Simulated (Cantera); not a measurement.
Charge: 1 mol Fe₂O₃, 0.67 mol H₂S, 6.7 mol N₂, 0.068 mol SO₃, at 0.0133 bar.

Cantera equilibrium calculation (NASA polynomials, part measured and part estimated; ideal gas, pure solids and liquids). Candidate condensed phases: Fe, FeO, Fe(OH)₂, Fe(OH)₃, FeS, FeSO₄, FeS₂, Fe₂O₃, Fe₂(SO₄)₃, Fe₃O₄, H₂O, H₂SO₄, S; 38 gas species. Metal and sulfide melt together well below either melting point, which pure phases cannot show. Mutual solubility and eutectic melting of coexisting phases are not modelled. The tables' stoichiometric FeO is somewhat more stable than real wüstite, so its field is too wide. FeO, FeS: taken at fixed stoichiometry. Gases not in the tables: S₃ to S₇. Equilibrium is a limit: real reactors are often held back by kinetics, nucleation or transport.

log p: log10 of the partial pressure in bar; n: condensed amount in mol.

| T (K) | log p N₂ | log p H₂O | log p SO₂ | log p S₂ | log p H₂ | n FeS(s) | n Fe₃O₄(s) | n FeO(s) |
|---|---|---|---|---|---|---|---|---|
| 1148 | -1.93 | -2.96 | -3.41 | -4.07 | -4.34 | … | 0.531 | 0 |
| 1173 | -1.94 | -2.97 | -3.20 | -3.87 | -4.33 | … | 0.0268 | 1.72 |
| 1198 | -1.94 | -2.97 | -3.20 | -3.78 | -4.25 | … | 0 | 1.84 |
| 1223 | -1.94 | -2.98 | -3.22 | -3.71 | -4.18 | … | 0 | 1.86 |
| 1248 | -1.94 | -2.98 | -3.23 | -3.64 | -4.10 | … | 0 | 1.89 |
| 1273 | -1.94 | -2.99 | -3.25 | -3.58 | -4.03 | … | 0 | 1.93 |
| 1298 | -1.95 | -3.00 | -3.26 | -3.52 | -3.96 | … | 0 | 1.96 |
| 1323 | -1.95 | -3.01 | -3.28 | -3.46 | -3.89 | … | 0 | 2.00 |
| 1348 | -1.95 | -3.01 | -3.28 | -3.47 | -3.85 | 0 | 0 | 2.00 |
| 1373 | -1.95 | -3.02 | -3.27 | -3.47 | -3.81 | 0 | 0 | 2.00 |

Task: Some entries are withheld; supply them.

Result: 
- 1148, n FeS(s): 0.408
- 1173, n FeS(s): 0.197
- 1198, n FeS(s): 0.163
- 1223, n FeS(s): 0.136
- 1248, n FeS(s): 0.106
- 1273, n FeS(s): 0.0737
- 1298, n FeS(s): 0.0384
- 1323, n FeS(s): 0.000665
